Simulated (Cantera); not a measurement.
A diamond (100) surface in a fixed gas of H2 with x(CH4) = 0.02, x(CH3) = 8.3e-05, at 1050 K, 0.0513 atm; coverages are run to steady state.

Detailed kinetics in Cantera: the Harris–Goodwin 1993 mechanism for the reconstructed diamond (100) surface.

θ: site fractions in the mechanism's names (c6HH fully hydrogenated, c6H* and c6*H radical sites, c6** diradical, c6HM methylated).

```
x(H)     growth (µm/h)  θ c6HH  θ c6H*  θ c6*H   θ c6**    θ c6HM
-------  -------------  ------  ------  ------  -------  --------
0.0001               ?   0.580  0.0192   0.343  0.00488    0.0354
0.00025              ?   0.550  0.0207   0.371  0.00805    0.0346
0.00061              ?   0.542  0.0216   0.386   0.0106    0.0271
0.0015               ?   0.544  0.0222   0.398   0.0122    0.0167
0.0038               ?   0.548  0.0226   0.405   0.0131   0.00824
0.0093            2.65   0.550  0.0229   0.408   0.0135   0.00372
0.023             2.77   0.551  0.0232   0.410   0.0137   0.00157
0.057             2.83   0.552  0.0236   0.410   0.0139  0.000647
0.14              2.87   0.552  0.0245   0.409   0.0140  0.000267
```

Question: Fill in the missing entries.

Answer: 
- 0.0001, growth (µm/h): 0.294
- 0.00025, growth (µm/h): 0.694
- 0.00061, growth (µm/h): 1.30
- 0.0015, growth (µm/h): 1.93
- 0.0038, growth (µm/h): 2.41
